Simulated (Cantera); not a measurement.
A closed system holds: 1 mol FeS, 0.062 mol SO₃, a varied amount of H₂O, 1.3 mol H₂S, equilibrated at 1573 K and 29.3 Torr.

Method: chemical equilibrium by Gibbs-energy minimisation in Cantera with the NASA 1993 tables (ideal gas, pure condensed phases). Candidate condensed phases: Fe, FeO, Fe(OH)₂, Fe(OH)₃, FeS, FeSO₄, FeS₂, Fe₂O₃, Fe₂(SO₄)₃, Fe₃O₄, H₂O, H₂SO₄, S; 22 gas species. Metal and sulfide melt together well below either melting point, which pure phases cannot show. Mutual solubility and eutectic melting of coexisting phases are not modelled. The tables' stoichiometric FeO is somewhat more stable than real wüstite, so its field is too wide. FeO, FeS: taken at fixed stoichiometry. Rates play no part.

x: gas mole fraction; n: condensed amount in mol.

| n(H₂O) (mol) | x H₂O | x H₂ | x S₂ | x H₂S | x SO₂ | n FeS(l) | n FeO(s) |
|---|---|---|---|---|---|---|---|
| 0.78 | 0.344 | 0.352 | 0.206 | 0.0817 | 0.00793 | 1.000 | 0 |
| 1 | 0.386 | 0.332 | 0.189 | 0.0739 | 0.0107 | 1.000 | 0 |
| 1.3 | [?] | 0.312 | [?] | [?] | [?] | 1.000 | 0 |
| 1.8 | 0.490 | 0.286 | 0.141 | 0.0550 | 0.0201 | 1.000 | 0 |
| 2.3 | 0.532 | 0.267 | [?] | [?] | [?] | 1.000 | 0 |
| 3.1 | 0.581 | 0.246 | 0.0953 | 0.0388 | 0.0315 | 1.000 | 0 |
| 4 | 0.620 | 0.229 | 0.0754 | 0.0322 | 0.0367 | 1.000 | 0 |
| 5.3 | 0.659 | 0.212 | 0.0557 | 0.0256 | 0.0417 | 1.000 | 0 |
| 6.9 | 0.664 | 0.211 | 0.0528 | 0.0248 | 0.0414 | 0.741 | 0.258 |
| 9.1 | 0.664 | 0.213 | 0.0520 | 0.0248 | 0.0405 | 0.338 | 0.662 |

**Question.** Complete the blanks.

**Answer.** 
- 2.3, x S₂: 0.120
- 2.3, x H₂S: 0.0474
- 2.3, x SO₂: 0.0251
- 1.3, x H₂O: 0.432
- 1.3, x S₂: 0.168
- 1.3, x H₂S: 0.0654
- 1.3, x SO₂: 0.0144
